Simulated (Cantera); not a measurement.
**Adiabatic ignition**

An adiabatic, constant-volume homogeneous reactor starts with 17.6 % CH4, 14.1 % O2, 53.0 % N2, 15.3 % H2O, equivalence ratio 2.5, at 1225 K and 3.85 atm.

Model: GRI-Mech 3.0 (53 species, 325 reactions), integrated in Cantera.

| t (s) | T (K) | P (bar) | x CH4 | x O2 | x H2O | x N2O | x C2H | x CO | x C2H6 |
|---|---|---|---|---|---|---|---|---|---|
| 3.00e-6 | 1225 | 3.90 | 0.176 | 0.141 | 0.153 | <1e-12 | <1e-12 | <1e-12 | <1e-12 |
| 8.66e-6 | 1225 | 3.90 | 0.176 | 0.141 | 0.153 | <1e-12 | <1e-12 | <1e-12 | 3.87e-12 |
| 2.50e-5 | 1225 | 3.90 | 0.176 | 0.141 | 0.153 | <1e-12 | <1e-12 | 3.36e-12 | 1.05e-10 |
| 7.21e-5 | 1225 | 3.90 | 0.176 | 0.141 | 0.153 | <1e-12 | <1e-12 | 1.05e-10 | 3.70e-9 |
| 0.000208 | 1225 | 3.90 | 0.176 | 0.141 | 0.153 | 3.64e-12 | <1e-12 | 4.89e-9 | 1.93e-7 |
| 0.000600 | 1225 | 3.90 | 0.176 | 0.141 | 0.153 | 1.55e-11 | <1e-12 | 2.20e-7 | 4.88e-6 |
| 0.00173 | 1226 | 3.90 | 0.176 | 0.141 | 0.153 | 5.78e-11 | <1e-12 | 3.85e-6 | 2.84e-5 |
| 0.00500 | 1228 | 3.91 | 0.175 | 0.141 | 0.154 | 2.77e-10 | <1e-12 | 5.28e-5 | 0.000134 |
| 0.0144 | 1256 | 4.00 | 0.170 | 0.137 | 0.158 | 3.03e-9 | <1e-12 | 0.00156 | 0.00114 |
| 0.0416 | 2149 | 8.29 | 8.66e-9 | 6.14e-8 | 0.193 | 9.00e-10 | <1e-12 | 0.124 | <1e-12 |
| 0.120 | 2149 | 8.29 | 8.64e-9 | 6.14e-8 | 0.193 | 6.40e-10 | <1e-12 | 0.124 | <1e-12 |
| 0.347 | 2149 | 8.29 | 8.63e-9 | 6.14e-8 | 0.193 | 5.52e-10 | <1e-12 | 0.124 | <1e-12 |
| 1.00 | 2149 | 8.29 | 8.63e-9 | 6.14e-8 | 0.193 | 5.43e-10 | <1e-12 | 0.124 | <1e-12 |
x: mole fraction; the columns are a selection and need not sum to one.

```
Quantity                                                             Value
---------------------------------  ---------------------------------------
time of steepest temperature rise                                  19.0 ms
temperature at 1.00 s                                               2149 K
equilibrium temperature                                             2149 K
x(CH4) at 1.00 s                   8.63e-9 (gas-phase equilibrium 9.76e-9)
x(O2) at 1.00 s                    6.14e-8 (gas-phase equilibrium 6.14e-8)
x(H2O) at 1.00 s                       0.193 (gas-phase equilibrium 0.193)
```
